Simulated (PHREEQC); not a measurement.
Synthetic water in mg/L, 20 °C, pH 6.86, pe 12.9:

```csv
constituent,mg/L
Na,2320
K,529
Ca,293
Mg,133
Cl,4800
S(6) as SO4,390
Alkalinity as HCO3,6.57
Li,2.88
```

Valence states are taken as typed.

All values are PHREEQC results (ion-association model, phreeqc.dat), not measurements.

This is a speciation only: nothing precipitates in the calculation.

Order these C species by the share of C that they hold, largest first: CaHCO3+, NaHCO3, MgHCO3+, HCO3-, CO2.

HCO3- (75 %), CO2 (18 %), NaHCO3 (2.5 %), CaHCO3+ (2.1 %), MgHCO3+ (1.7 %)

The pH is 6.86 and the ionic strength 0.156 mol/kgw. Species that the database lacks are ignored.
